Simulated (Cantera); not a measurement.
A closed system holds: 1 mol SiC, 0.3 mol N2O, 340 mol N2, held at 0.310 bar.

Equilibrium computed with Cantera from the NASA thermochemical tables; the gas is ideal and each condensed phase is pure. Candidate condensed phases: C, Si, SiC, SiO2, Si2N2O, Si3N4; 34 gas species. Mutual solubility and eutectic melting of coexisting phases are not modelled. Equilibrium is a limit: real reactors are often held back by kinetics, nucleation or transport. All values below are at 1573 K.

Base state: N2 0.999, CO 0.000654 (mole fractions); condensed: C(graphite) + Si2N2O(s) + Si3N4(s).

### Question
What changes in the equilibrium state with this change: pressure from 0.310 bar to 0.100 bar?

### Answer
```csv
species,before,after
N2,0.999,0.999
CO,0.000654,0.000876
"C(graphite), mol",0.778,0
"Si2N2O(s), mol",0.0773,0
"Si3N4(s), mol",0.282,0.0987
"SiC(s), mol",0,0.702
```
